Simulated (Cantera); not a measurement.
A closed system holds: 1 mol SiHCl3, 45 mol NH3, 21 mol H2, equilibrated at 1300 °C and 11.0 Pa.

Equilibrium computed with Cantera from the NASA thermochemical tables; the gas is ideal and each condensed phase is pure. Candidate condensed phases: NH4Cl, Si, Si3N4; 28 gas species. The tables' values for SiCl are old estimates; treat these amounts as uncertain. Kinetics and transport are ignored.

Base state: H2 0.773, N2 0.199, HCl 0.0221, H 0.00341, SiCl2 0.00214, Si 0.000501, Cl 7.75e-5, SiCl 5.32e-5 (mole fractions); condensed: Si(s).

**Question.** What changes in the equilibrium state with this change: NH3 from 45 to 4.8 mol?

**Answer.** 
| species | before | after |
|---|---|---|
| H2 | 0.773 | 0.846 |
| N2 | 0.199 | 0.0734 |
| HCl | 0.0221 | 0.0613 |
| SiCl2 | 0.00214 | 0.0150 |
| SiCl3 | 8.95e-7 | 1.67e-5 |
| SiCl | 5.32e-5 | 0.000141 |
| Cl | 7.75e-5 | 0.000206 |
| H | 0.00341 | 0.00357 |
| Si(s), mol | 0.692 | 0.486 |
The tables' values for SiCl, SiCl3 are old estimates; treat these amounts as uncertain.

**Question.** What changes in the equilibrium state with this change: SiHCl3 replaced by SiH4?

**Answer.** 
| species | before | after |
|---|---|---|
| H2 | 0.773 | 0.797 |
| N2 | 0.199 | 0.199 |
| H | 0.00341 | 0.00347 |
| HCl | 0.0221 | 0 |
| SiCl2 | 0.00214 | 0 |
| Si | 0.000501 | 0.000501 |
| Cl | 7.75e-5 | 0 |
| SiCl | 5.32e-5 | 0 |
| Si(s), mol | 0.692 | 0.940 |
